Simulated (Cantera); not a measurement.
A closed system holds: 1 mol Si(CH₃)₄, 780 mol H₂, at 100 Torr.

Equilibrium computed with Cantera from the NASA thermochemical tables; the gas is ideal and each condensed phase is pure. Candidate condensed phases: C, C₆H₆, C₇H₈, C₈H₁₈, Si, SiC; 87 gas species. Kinetics and transport are ignored. All values below are at 1348 K.

Base state: H₂ 0.999, CH₄ 0.000777 (mole fractions); condensed: C(graphite) + SiC(s).

Problem. What changes in the equilibrium state with this change: Si(CH₃)₄ replaced by CH₃SiCl₃?

Solution. 
```tsv
species	before	after
H₂	0.999	0.996
HCl	0	0.00381
CH₄	0.000777	1.12e-5
SiCl₂	0	1.06e-5
C(graphite), mol	2.39	0
SiC(s), mol	1.000	0.991
```
The feed counts by its element totals alone.

Problem. What changes in the equilibrium state with this change: Si(CH₃)₄ replaced by SiHCl₃?

Solution. 
```tsv
species	before	after
H₂	0.999	0.996
HCl	0	0.00375
SiCl₂	0	3.97e-5
CH₄	0.000777	0
C(graphite), mol	2.39	0
SiC(s), mol	1.000	0
Si(s), mol	0	0.967
```
